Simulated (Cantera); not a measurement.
Ignition delay

Mixture: 4.14 % CO, 4.96 % H₂, 3.43 % CH₄, 18.4 % O₂, 69.1 % N₂, at 101000 Pa, adiabatic and at constant volume. Ignition delay is the time to a rise of 400 K.

Detailed kinetics in Cantera: GRI-Mech 3.0 (53 species, 325 reactions). Below about 1000 K GRI-Mech 3.0 lacks low-temperature oxidation paths.

```json
[
 {"T0 (K)": "975", "delay (ms)": "5.30"},
 {"T0 (K)": "1075", "delay (ms)": "1.10"},
 {"T0 (K)": "1175", "delay (ms)": "0.398"},
 {"T0 (K)": "1275", "delay (ms)": "0.185"},
 {"T0 (K)": "1375", "delay (ms)": "0.102"},
 {"T0 (K)": "1475", "delay (ms)": "0.0638"}
]
```

apparent activation energy between 1275 and 1475 K: 83 kJ/mol
